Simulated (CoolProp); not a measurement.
Vapour-liquid equilibrium of C3F8 (R218) (1) + c-C4F8 (RC318) (2) at 245.8 K; x and y are mole fractions of (1).

Model: multi-fluid Helmholtz-energy mixture model, Lemmon 2006 and Platzer 1990; pair parameters Bell 2016, in CoolProp. This equation is an older, rougher fit; its heat capacities, sound speeds and derivatives of the liquid may be far off and weren't checked against measurements.

Task: Give the bubble pressure and the first vapour's composition at x = 0.35, 0.8, 0.95. Is there an azeotrope?

Result: x = 0.35: 0.06143 MPa, y = 0.633; x = 0.8: 0.1235 MPa, y = 0.957; x = 0.95: 0.1453 MPa, y = 0.992. No azeotrope shows between x = 0.05 and 0.95.

The pair parameters rest on a limited set of measurements; away from them the model extrapolates.
